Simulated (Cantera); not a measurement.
## Fluorocarbon and chlorocarbon gases: CH₂F₂ + F₂ + H₂

A closed system holds: 1 mol CH₂F₂, 2.4 mol F₂, 1.4 mol H₂, held at 7.00 mbar.

Method: chemical equilibrium by Gibbs-energy minimisation in Cantera with the NASA 1993 tables (ideal gas, pure condensed phases). Candidate condensed phases: C, C₆H₆, C₇H₈, C₈H₁₈; 110 gas species. Ions and electrons are included (thermal ionisation). The numbers say what is thermodynamically allowed, not how fast it happens.

| T (K) | x HF | x F | x H | x C | x C₃ | x CF |
|---|---|---|---|---|---|---|
| 3000 | 0.598 | 0.283 | 0.0466 | 0.00628 | 0.0290 | 0.0284 |
| 3250 | 0.406 | 0.367 | 0.153 | 0.0217 | 0.0194 | 0.0229 |
| 3500 | 0.188 | 0.458 | 0.275 | 0.0493 | 0.00656 | 0.0148 |
| 3750 | 0.0661 | 0.509 | 0.343 | 0.0701 | 0.000869 | 0.00650 |
| 4000 | 0.0222 | 0.529 | 0.368 | 0.0766 | 7.69e-5 | 0.00240 |
| 4250 | 0.00793 | 0.536 | 0.376 | 0.0784 | 7.66e-6 | 0.000921 |
| 4500 | 0.00312 | 0.538 | 0.379 | 0.0789 | 9.46e-7 | 0.000384 |
| 4750 | 0.00134 | 0.539 | 0.380 | 0.0791 | 1.44e-7 | 0.000175 |
| 5000 | 0.000626 | 0.539 | 0.380 | 0.0791 | 2.62e-8 | 8.54e-5 |
x: gas mole fraction; nothing condenses.

From 3000 K to 5000 K nothing is condensed. The main C-bearing gas is C₃ at 3000 K and C at 5000 K.
